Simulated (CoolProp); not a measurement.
Model: reference Helmholtz-energy equation of state, Lemmon 2006, in CoolProp. It is a short technical equation, of lower accuracy than the large ones.

Problem. For carbonyl sulfide, give the phase and the cp (kJ/(kg K)), cv (kJ/(kg K)), isothermal compressibility (1/MPa), expansivity (1/kK) at 406.4 K and 84 bar.

Solution. 
- 406.4 K and 84 bar: supercritical; cp 3.10, cv 0.794, isothermal compressibility 0.329, expansivity 24.3
